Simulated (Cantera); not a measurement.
What does this Cantera script print?

```python
import numpy as np
import cantera as ct

gas = ct.Solution("h2o2.yaml")
gas.TPX = 900, 300, {'H2': 0.033, 'O2': 1, 'N2': 0.27}
reactor = ct.IdealGasConstPressureReactor(gas, energy="off", clone=False)
net = ct.ReactorNet([reactor])
net.rtol, net.atol = 1e-08, 1e-18
show = ['H2', 'O2', 'H2O', 'HO2', 'H']
times = np.geomspace(0.0007, 8, 15)

steps = ct.SolutionArray(gas, extra=["t"])
rows = []
print(f"{'t/s':>10s}{'T/K':>9s}{'P/Pa':>11s}" + "".join(f"{s:>11s}" for s in show))
for t in times:
    while net.time < t:
        t_next = net.step()
        steps.append(gas.state, t=t_next)
    rows.append([np.interp(t, steps.t, y) for y in (steps.T, steps.P, *steps(*show).X.T)])
    print(f"{t:10.3e}{rows[-1][0]:9.1f}{rows[-1][1]:11.4g}" + "".join(f"{x:11.3e}" for x in rows[-1][2:]))
rate = np.gradient(steps.T, steps.t)
print("integrator steps:", len(steps.t))
if steps.T.max() > steps.T[0] + 200:
    print(f"time of steepest temperature rise: {steps.t[rate.argmax()]:.4e} s")
gas.TPX = 900, 300, {'H2': 0.033, 'O2': 1, 'N2': 0.27}
gas.equilibrate("TP")
print(f"equilibrium (TP): T = {gas.T:.1f} K  " + "  ".join(f"{s} {gas[s].X[0]:.3e}" for s in show))
```

It prints:

```
       t/s      T/K       P/Pa         H2         O2        H2O        HO2          H
 7.000e-04    900.0        300  2.533e-02  7.675e-01  5.348e-14  1.419e-12  1.201e-12
 1.364e-03    900.0        300  2.533e-02  7.675e-01  3.290e-13  2.770e-12  2.162e-12
 2.660e-03    900.0        300  2.533e-02  7.675e-01  1.865e-12  5.415e-12  4.086e-12
 5.184e-03    900.0        300  2.533e-02  7.675e-01  1.027e-11  1.062e-11  9.298e-12
 1.010e-02    900.0        300  2.533e-02  7.675e-01  6.732e-11  2.114e-11  3.331e-11
 1.970e-02    900.0        300  2.533e-02  7.675e-01  8.699e-10  4.792e-11  3.249e-10
 3.839e-02    900.0        300  2.533e-02  7.675e-01  7.157e-08  7.284e-10  2.542e-08
 7.483e-02    900.0        300  2.490e-02  7.672e-01  3.292e-04  1.049e-06  1.201e-04
 1.459e-01    900.0        300  1.136e-03  7.541e-01  2.065e-02  1.555e-06  6.374e-03
 2.843e-01    900.0        300  2.905e-04  7.571e-01  2.364e-02  1.314e-06  2.697e-03
 5.542e-01    900.0        300  1.310e-04  7.608e-01  2.486e-02  1.080e-06  8.836e-04
 1.080e+00    900.0        300  4.681e-05  7.631e-01  2.540e-02  7.677e-07  1.924e-04
 2.106e+00    900.0        300  1.376e-05  7.640e-01  2.557e-02  4.611e-07  3.134e-05
 4.104e+00    900.0        300  3.620e-06  7.644e-01  2.562e-02  2.356e-07  4.468e-06
 8.000e+00    900.0        300  9.294e-07  7.644e-01  2.564e-02  1.050e-07  6.329e-07
integrator steps: 1466
equilibrium (TP): T = 900.0 K  H2 1.724e-12  O2 7.645e-01  H2O 2.565e-02  HO2 4.921e-11  H 2.821e-15
```

Computed with Cantera and the H2/O2 subset of GRI-Mech 3.0, which has no nitrogen chemistry. Radical loss at walls, strong at low pressure, is not modelled. Below about 950 K walls govern HO2 and H2O2 in real vessels.
